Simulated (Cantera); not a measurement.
Input: 1 mol C, 1.2 mol NH₃, 62 mol H₂, at 1280 Torr.

These are equilibrium values from Cantera (NASA tables, ideal gas, pure condensed phases), not measurements of a reactor. Candidate condensed phases: C, C₆H₆, C₇H₈, C₈H₁₈; 92 gas species. Kinetics and transport are ignored.

At 2673 K, list the 7 most abundant gas species with their mole fractions, and the condensed phases.

H₂ 0.945, H 0.0382, N₂ 0.00672, C₂H₂ (acetylene) 0.00506, HCN 0.00423, HNC 0.000597, CH₄ 8.80e-5. Condensed: gas only.
